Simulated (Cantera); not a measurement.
Input (Python, Cantera) and output of one run.

```python
import numpy as np
import cantera as ct

gas_names = """
    AL ALCL ALCL2 ALCL3 AL2 AL2CL6 CL CL2
""".split()
cond_names = """
    AL(cr) AL(L) ALCL3(s) ALCL3(L)
""".split()


def load(file, names, dense=False):
    # The tables refer to 1 bar. Condensed volumes are neglected.
    table = {s.name: s for s in ct.Species.list_from_file(file)}
    out = []
    for n in names:
        d = dict(table[n].input_data)
        d["thermo"] = dict(d["thermo"], **{"reference-pressure": 1e5})
        if dense:
            d["equation-of-state"] = {"model": "constant-volume", "density": "1e6 g/cm^3"}
        out.append(ct.Species.from_dict(d))
    return out


gas = ct.Solution(thermo="ideal-gas", species=load("nasa_gas.yaml", gas_names))
cond = {s.name: ct.Solution(thermo="fixed-stoichiometry", species=[s], name=s.name)
        for s in load("nasa_condensed.yaml", cond_names, dense=True)}
atoms = {
    'Al': {'AL': 1},
    'Cl2': {'CL': 2},
}
top_T = {}  # K; cautious upper limits of use, not melting points


def equilibrate(T, P, feed):
    n = {}
    for name, mol in feed.items():
        for a, k in atoms[name].items():
            n[a] = n.get(a, 0.0) + k * mol
    gas.TPX = T, P, n
    mass = sum(n.values()) * gas.mean_molecular_weight
    gas.equilibrate("TP")
    valid = [c for c in cond.values() if c.min_temp <= T <= top_T.get(c.name, c.max_temp)]
    mix = ct.Mixture([(gas, mass / gas.mean_molecular_weight)] + [(c, 0.0) for c in valid])
    mix.T, mix.P = T, P
    mix.equilibrate("TP", solver="vcs", rtol=1e-11, max_steps=5000)
    return mix


results = []
feed = {'Al': 1, 'Cl2': 1.3}  # mol
T = 723  # K
P = 360  # Pa
mix = equilibrate(T, P, feed)
results.append((T, P, feed, dict(zip(mix.species_names, mix.species_moles))))
print(gas.report(threshold=1e-06))
for i in range(1, mix.n_phases):
    print(f"{mix.phase(i).name:16s} {mix.phase_moles(i):12.5e} mol")
```

Output:

```
       temperature   723 K
          pressure   360 Pa
           density   0.0085404 kg/m^3
  mean mol. weight   142.61 kg/kmol
   phase of matter   gas

                          1 kg             1 kmol
                     ---------------   ---------------
          enthalpy       -4.1944e+06       -5.9816e+08  J
   internal energy       -4.2365e+06       -6.0417e+08  J
           entropy            3146.5        4.4872e+05  J/K
    Gibbs function       -6.4693e+06       -9.2258e+08  J
 heat capacity c_p            612.86             87401  J/K
 heat capacity c_v            554.56             79086  J/K

                      mass frac. Y      mole frac. X     chem. pot. / RT
                     ---------------   ---------------   ---------------
              ALCL        0.00017361        0.00039656           -50.721
             ALCL2        0.00020828        0.00030345           -97.109
             ALCL3           0.86895           0.92942            -143.5
            AL2CL6           0.13067           0.06988           -286.99
     [   +4 minor]        8.7861e-16        4.6428e-15

AL(cr)            1.33037e-01 mol
ALCL3(L)          0.00000e+00 mol
```

Method: chemical equilibrium by Gibbs-energy minimisation in Cantera with the NASA 1993 tables (ideal gas, pure condensed phases). The tables' values for AlCl2 are old estimates; treat these amounts as uncertain.
